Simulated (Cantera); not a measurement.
A closed system holds: 1 mol CF4, a varied amount of Si, 1.9 mol H2, held at 673 K and 1.33 mbar.

Method: chemical equilibrium by Gibbs-energy minimisation in Cantera with the NASA 1993 tables (ideal gas, pure condensed phases). Candidate condensed phases: C, C6H6, C7H8, C8H18, Si, SiC; 113 gas species. Condensed phases not in the tables: fluorocarbon polymer. Gases not in the tables: C2F6 and larger saturated fluorocarbons. The numbers say what is thermodynamically allowed, not how fast it happens.

log p: log10 of the partial pressure in bar; n: condensed amount in mol.

```json
[
 {"n(Si) (mol)": "0.024", "log p HF": "-2.88", "log p H2": "-13.97", "log p SiF4": "-5.08", "log p CF4": "-5.05", "n C(graphite)": "0.974"},
 {"n(Si) (mol)": "0.039", "log p HF": "-2.88", "log p H2": "-13.79", "log p SiF4": "-4.87", "log p CF4": "-5.42", "n C(graphite)": "0.989"},
 {"n(Si) (mol)": "0.066", "log p HF": "-2.89", "log p H2": "-4.95", "log p SiF4": "-4.64", "log p CF4": "<-14", "n C(graphite)": "1.000"},
 {"n(Si) (mol)": "0.11", "log p HF": "-2.90", "log p H2": "-4.38", "log p SiF4": "-4.41", "log p CF4": "<-14", "n C(graphite)": "1.000"},
 {"n(Si) (mol)": "0.18", "log p HF": "-2.93", "log p H2": "-4.03", "log p SiF4": "-4.19", "log p CF4": "<-14", "n C(graphite)": "1.000"},
 {"n(Si) (mol)": "0.3", "log p HF": "-2.98", "log p H2": "___", "log p SiF4": "___", "log p CF4": "<-14", "n C(graphite)": "0.999"},
 {"n(Si) (mol)": "0.5", "log p HF": "___", "log p H2": "___", "log p SiF4": "___", "log p CF4": "<-14", "n C(graphite)": "0.995"},
 {"n(Si) (mol)": "0.82", "log p HF": "-3.50", "log p H2": "-3.18", "log p SiF4": "-3.45", "log p CF4": "<-14", "n C(graphite)": "0.985"}
]
```

Task: Fill in the missing entries.

Result: 
- 0.5, log p HF: -3.10
- 0.5, log p H2: -3.46
- 0.5, log p SiF4: -3.71
- 0.3, log p H2: -3.73
- 0.3, log p SiF4: -3.95
